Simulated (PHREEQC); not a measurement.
1.1 g of hydrous ferric oxide (600 m²/g; 0.2 weak and 0.005 strong sites per Fe, Dzombak-Morel constants, diffuse double layer) in 1 kg of water with 0.05 mol/kgw of an inert sodium salt and 1.4e-05 mol/kgw ZnCl2, at 25 °C; the pH is set by adding NaOH or the inert anion's acid. Oxygen is held at 0.21 atm. The system is closed to CO2. Nothing may precipitate in this run.

Base run: PHREEQC, ion-association model, wateq4f.dat. Each further column changes one thing. The table gives surface charge σ (C/m²).

| pH | base | background salt from 0.05 to 0.005 mol/kgw | oxide from 1.1 to 5.5 g/kgw | 0.0024 mol/kgw CaCl2 added |
|---|---|---|---|---|
| 4 | 0.295 | 0.188 | ? | 0.300 |
| 4.67 | 0.219 | 0.119 | 0.222 | 0.226 |
| 5.33 | 0.147 | 0.070 | 0.148 | 0.152 |
| 6 | 0.089 | 0.038 | 0.090 | 0.094 |
| 6.67 | 0.049 | 0.019 | 0.049 | ? |
| 7.33 | 0.023 | 0.008 | 0.022 | 0.026 |
| 8 | 0.003 | 0.001 | 0.003 | 0.009 |
| 8.67 | -0.015 | -0.005 | -0.015 | ? |
| 9.33 | -0.038 | -0.014 | -0.039 | -0.001 |
| 10 | -0.073 | -0.030 | -0.075 | -0.002 |
| 10.67 | -0.125 | ? | ? | -0.003 |
| 11.33 | -0.195 | -0.112 | -0.198 | -0.003 |
| 12 | -0.279 | -0.215 | -0.284 | -0.005 |

**Question.** What belongs in the gaps?

**Answer.** 
- 4, oxide from 1.1 to 5.5 g/kgw: 0.298
- 6.67, 0.0024 mol/kgw CaCl2 added: 0.053
- 8.67, 0.0024 mol/kgw CaCl2 added: 0.002
- 10.67, background salt from 0.05 to 0.005 mol/kgw: -0.059
- 10.67, oxide from 1.1 to 5.5 g/kgw: -0.127

 In at least one series the solution becomes supersaturated in solids that the run did not let form, among them Zincite(c).
